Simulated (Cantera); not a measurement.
A diamond (100) surface in a fixed gas of H2 with x(CH4) = 0.015, x(H) = 0.017, x(CH3) = 4.5e-05, at 1148 K; coverages are run to steady state.

Detailed kinetics in Cantera: the Harris–Goodwin 1993 mechanism for the reconstructed diamond (100) surface.

One state of this run: growth (µm/h) = 0.472; θ c6HH = 0.474; θ c6H* = 0.0329; θ c6*H = 0.468; θ c6** = 0.0239; θ c6HM = 0.000466. θ: site fractions in the mechanism's names (c6HH fully hydrogenated, c6H* and c6*H radical sites, c6** diradical, c6HM methylated).

**Question.** Which value of P (Pa) does it belong to?
A) 1300
B) 2800
C) 4000
D) 1900

**Answer.** D, 1900
